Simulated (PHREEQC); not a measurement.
Na2SO4 is added in steps, without added water, to 1 kg of water holding 0.0016 mol Pb(NO3)2 and 0.075 mol KBr, at 25 °C. Oxygen alone is held at its pressure in air (log pO2 = -0.68). The system is closed to CO2. Only these solids could form: Litharge, Anglesite, PbBr2, Larnakite, Mirabilite.

Base run: PHREEQC, ion-association model, wateq4f.dat. Each further column changes one thing. The table gives pH.

| Na2SO4 added (mol) | base | metal-ligand complexes left out | all activity coefficients set to 1 | Debye-Hückel limiting law |
|---|---|---|---|---|
| 0 | 5.66 | 5.42 | 5.62 | 5.70 |
| 0.0225 | 6.53 | 6.57 | 6.70 | 6.41 |
| 0.0525 | 6.68 | 6.73 | 6.86 | 6.50 |
| 0.075 | 6.74 | 6.78 | 6.93 | 6.52 |
| 0.0975 | 6.78 | 6.83 | 6.97 | 6.52 |
| 0.1275 | 6.81 | 6.87 | 7.01 | 6.51 |
| 0.15 | 6.83 | 6.89 | 7.04 | 6.50 |
